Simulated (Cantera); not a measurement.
Input (Python, Cantera) and output of one run.

```python
import numpy as np
import cantera as ct

gas_names = """
    Fe H H2 H2S S SH S2 S8
""".split()
cond_names = """
    Fe(a) Fe(c) Fe(d) Fe(L) FeS(a) FeS(b) FeS(c) FeS(L) FeS2(s) S(cr1) S(cr2) S(L)
""".split()


def load(file, names, dense=False):
    # The tables refer to 1 bar. Condensed volumes are neglected.
    table = {s.name: s for s in ct.Species.list_from_file(file)}
    out = []
    for n in names:
        d = dict(table[n].input_data)
        d["thermo"] = dict(d["thermo"], **{"reference-pressure": 1e5})
        if dense:
            d["equation-of-state"] = {"model": "constant-volume", "density": "1e6 g/cm^3"}
        out.append(ct.Species.from_dict(d))
    return out


gas = ct.Solution(thermo="ideal-gas", species=load("nasa_gas.yaml", gas_names))
cond = {s.name: ct.Solution(thermo="fixed-stoichiometry", species=[s], name=s.name)
        for s in load("nasa_condensed.yaml", cond_names, dense=True)}
atoms = {
    'FeS2': {'Fe': 1, 'S': 2},
    'H2': {'H': 2},
}
top_T = {'FeS2(s)': 1010}  # K; cautious upper limits of use, not melting points


def equilibrate(T, P, feed):
    n = {}
    for name, mol in feed.items():
        for a, k in atoms[name].items():
            n[a] = n.get(a, 0.0) + k * mol
    gas.TPX = T, P, n
    mass = sum(n.values()) * gas.mean_molecular_weight
    gas.equilibrate("TP")
    valid = [c for c in cond.values() if c.min_temp <= T <= top_T.get(c.name, c.max_temp)]
    mix = ct.Mixture([(gas, mass / gas.mean_molecular_weight)] + [(c, 0.0) for c in valid])
    mix.T, mix.P = T, P
    mix.equilibrate("TP", solver="vcs", rtol=1e-11, max_steps=5000)
    return mix


results = []
feed = {'FeS2': 1, 'H2': 98}  # mol
P = 56  # Pa
for T in [700, 850, 1000, 1150, 1300, 1450, 1600, 1750, 1900]:
    mix = equilibrate(T, P, feed)
    results.append((T, P, feed, dict(zip(mix.species_names, mix.species_moles))))

top = {s: max(r[3][s] / sum(r[3][g] for g in gas_names) for r in results) for s in gas_names}
cols = sorted((s for s in top if top[s] > 1e-06), key=lambda s: -top[s])[:6]
seen = [c for c in cond_names if any(r[3].get(c, 0) > 1e-12 for r in results)]
print("log10 of partial pressures in bar; condensed amounts in mol")
print(f"{'T/K':>10s}" + "".join(f"{s[:9]:>10s}" for s in cols + seen))
for T, P, feed, n in results:
    ng = sum(n[g] for g in gas_names)
    print(f"{T:10.4g}" + "".join(f"{np.log10(max(n[s] / ng * P / 1e5, 1e-99)):10.3f}" for s in cols)
          + "".join(f"{n.get(c, 0):10.4g}" for c in seen))
```

It prints:

```
log10 of partial pressures in bar; condensed amounts in mol
       T/K        H2         H       H2S        Fe        S2         S     Fe(c)    FeS(c)
       700    -3.256   -15.225    -5.243   -25.487   -12.232   -19.099         0         1
       850    -3.256   -12.317    -5.243   -19.182    -9.891   -15.094         0         1
      1000    -3.256   -10.272    -5.244   -14.798    -8.241   -12.281         0         1
      1150    -3.256    -8.755    -5.259   -11.565    -7.043   -10.209         0         1
      1300    -3.256    -7.584    -5.345    -9.021    -6.269    -8.687         0    0.9998
      1450    -3.258    -6.653    -5.343    -7.302    -5.507    -7.404    0.9912         0
      1600    -3.260    -5.894    -5.609    -5.960    -5.424    -6.630    0.8059         0
      1750    -3.266    -5.267    -5.878    -5.254    -5.442    -6.031         0         0
      1900    -3.277    -4.739    -6.162    -5.260    -5.560    -5.577         0         0
```

Equilibrium computed with Cantera from the NASA thermochemical tables; the gas is ideal and each condensed phase is pure. FeS: taken at fixed stoichiometry. Gases not in the tables: S3 to S7.
